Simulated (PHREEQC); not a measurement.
Dissolve 8.5 mmol/kgw NH4HF2, 30 mmol/kgw H2SiF6, 0.14 mmol/kgw H3PO4 and 15 mmol/kgw H2SO4 at 20 °C. Closed to the air; pH follows from the charge balance.

Model: ion-association model, phreeqc.dat, run in PHREEQC.

No solid was allowed to form.

**Question.** Order these S species by the share of S that they hold, largest first: NH4SO4-, HSO4-, SO4-2.

**Answer.** HSO4- (70 %), SO4-2 (29 %), NH4SO4- (1.1 %)

The pH is 1.23 and the ionic strength 0.114 mol/kgw. SiF6-2 is the database's only silicon fluoride.
